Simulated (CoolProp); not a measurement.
A Linde-Hampson liquefier for methane: isothermal reversible compression at 250 K from 1 atm to 25 MPa, throttling to 1 atm, return gas leaving the recuperator 0 K below the feed. Each further row changes one setting.

Values from CoolProp's reference Helmholtz-energy equation of state, Setzmann 1991.

```
case                        liquid yield per pass  compression work (kJ/kg of gas)
--------------------------  ---------------------  -------------------------------
as stated                                   0.344                              634
high pressure 50 MPa                        0.349                              720
warm-end temperature 280 K                  0.264                              740
warm-end gap 5 K                            0.336                              634
```
